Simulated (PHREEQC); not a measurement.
# Brine

A solution holds 7.5 mol KOH and 0.013 mol K2SO4 per kg of water, at 25 °C. Closed to the air; pH follows from the charge balance.

All values are PHREEQC results (Pitzer model, pitzer.dat), not measurements.

Precipitation was switched off in this run.

**Question.** Estimate the pH.

**Answer.** pH 16.08.

In brines, pH and single-ion activities rest on the MacInnes convention.
